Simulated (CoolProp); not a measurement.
Saturation properties of c-C4F8 (RC318) (Tc = 388.4 K, pc = 2.778 MPa, ω = 0.355).

Computed with CoolProp (reference Helmholtz-energy equation of state, Platzer 1990). This equation is an older, rougher fit; its heat capacities, sound speeds and derivatives of the liquid may be far off and weren't checked against measurements.

| T (K) | p (MPa) | vapour density (kg/m³) | enthalpy of vaporisation (kJ/kg) | liquid conductivity (mW/(m K)) |
|---|---|---|---|---|
| 241.3 | 0.03017 | 3.061 | 125.7 | 77.8 |
| 249.1 | 0.04489 | 4.440 | 123.1 | 76.3 |
| 256.8 | 0.06458 | 6.245 | 120.5 | 74.8 |
| 264.6 | 0.09097 | 8.619 | 117.7 | 73.2 |
| 272.3 | 0.1247 | 11.61 | 114.8 | 71.5 |
| 280.1 | 0.1680 | 15.41 | 111.8 | 69.7 |
| 287.8 | ? | 20.08 | 108.7 | 67.8 |
| 295.6 | 0.2878 | 25.88 | 105.4 | 65.9 |
| 303.3 | 0.3673 | 32.85 | ? | 63.9 |
| 311 | 0.4622 | 41.30 | 98.18 | 61.8 |
| 318.8 | 0.5761 | 51.62 | 94.18 | 59.6 |
| 326.5 | 0.7080 | 63.92 | 89.94 | 57.4 |
| 334.3 | 0.8634 | 78.98 | 85.28 | ? |
| 342 | 1.040 | 97.06 | 80.25 | 52.9 |

Question: Complete the blanks.

Answer: 
- 287.8, p (MPa): 0.2214
- 303.3, enthalpy of vaporisation (kJ/kg): 101.9
- 334.3, liquid conductivity (mW/(m K)): 55.2

It boils at 267.2 K under 1 atm.

Thermal conductivity comes from a separate model (Huber 2003), an estimate that may be off by 10 % or more.
